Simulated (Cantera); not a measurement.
**Hydrocarbon pyrolysis for carbon deposition**

An isothermal, constant-pressure homogeneous reactor starts with C₂H₆ : N₂ = 1 : 9.6 (molar parts), at 1823 K and 0.691 atm.

Cantera simulation using GRI-Mech 3.0 (53 species, 325 reactions); the numbers are that mechanism's predictions, not measurements. GRI-Mech 3.0 stops at C3 and has no aromatics, soot or wall deposition, so with more carbon than oxygen in the feed, carbon stays in small species such as C2H2 where larger ones or solid carbon would form.

```json
[
 {"t (s)": "4.00e-5", "x C₂H₆": "0.00238", "x H₂": "0.0825", "x H": "0.000718", "x HCN": "4.81e-6", "x C₂H": "2.73e-6"},
 {"t (s)": "0.000143", "x C₂H₆": "0.000106", "x H₂": "0.108", "x H": "0.000242", "x HCN": "5.36e-6", "x C₂H": "1.20e-6"},
 {"t (s)": "0.000514", "x C₂H₆": "2.87e-5", "x H₂": "0.119", "x H": "0.000147", "x HCN": "5.41e-6", "x C₂H": "7.75e-7"},
 {"t (s)": "0.00184", "x C₂H₆": "2.02e-5", "x H₂": "0.126", "x H": "0.000154", "x HCN": "5.58e-6", "x C₂H": "8.08e-7"},
 {"t (s)": "0.00659", "x C₂H₆": "8.53e-6", "x H₂": "0.138", "x H": "0.000171", "x HCN": "6.10e-6", "x C₂H": "8.66e-7"},
 {"t (s)": "0.0236", "x C₂H₆": "1.60e-6", "x H₂": "0.150", "x H": "0.000191", "x HCN": "7.20e-6", "x C₂H": "9.41e-7"},
 {"t (s)": "0.0847", "x C₂H₆": "1.75e-7", "x H₂": "0.156", "x H": "0.000203", "x HCN": "8.69e-6", "x C₂H": "9.84e-7"},
 {"t (s)": "0.303", "x C₂H₆": "3.06e-8", "x H₂": "0.157", "x H": "0.000207", "x HCN": "1.05e-5", "x C₂H": "9.97e-7"},
 {"t (s)": "1.09", "x C₂H₆": "2.19e-8", "x H₂": "0.158", "x H": "0.000207", "x HCN": "1.45e-5", "x C₂H": "9.98e-7"},
 {"t (s)": "3.89", "x C₂H₆": "2.19e-8", "x H₂": "0.158", "x H": "0.000207", "x HCN": "3.08e-5", "x C₂H": "9.98e-7"},
 {"t (s)": "14.0", "x C₂H₆": "2.19e-8", "x H₂": "0.158", "x H": "0.000207", "x HCN": "0.000102", "x C₂H": "9.98e-7"},
 {"t (s)": "50.0", "x C₂H₆": "2.18e-8", "x H₂": "0.158", "x H": "0.000207", "x HCN": "0.000368", "x C₂H": "9.96e-7"}
]
```
x: mole fraction; the columns are a selection and need not sum to one.

Equilibrium at this temperature and pressure: C₂H₆ 8.92e-9, H₂ 0.158, H 0.000207, HCN 0.0943, C₂H 4.04e-7 (gas phase only).
